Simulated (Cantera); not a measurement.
An adiabatic, constant-pressure homogeneous reactor starts with 5.56 % C3H8, 19.9 % O2, 74.6 % N2, at 1575 K and 3.80 bar.

Computed with Cantera and GRI-Mech 3.0 (53 species, 325 reactions). GRI-Mech 3.0 was tuned for natural gas; its chemistry of propane as a main component is partial and can be far from experiment.

One state of this run: T (K) = 2898; x C3H8 = <1e-12; x O2 = 0.00231; x NO2 = 5.08e-7; x CO = 0.102; x NO = 0.00399. x: mole fraction; the columns are a selection and need not sum to one.

Problem. Which value of t (s) does it belong to?
A. 0.000126
B. 1.05e-5
C. 2.40e-5
D. 0.00794

Solution. D, 0.00794
